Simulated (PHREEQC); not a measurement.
Make-up at 25 °C: 0.01 mol/kgw CsF. Closed to the air; pH follows from the charge balance.

All values are PHREEQC results (ion-association model, wateq4f.dat), not measurements.

No solid was allowed to form.

Problem. Estimate the pH.

Solution. pH 7.57.
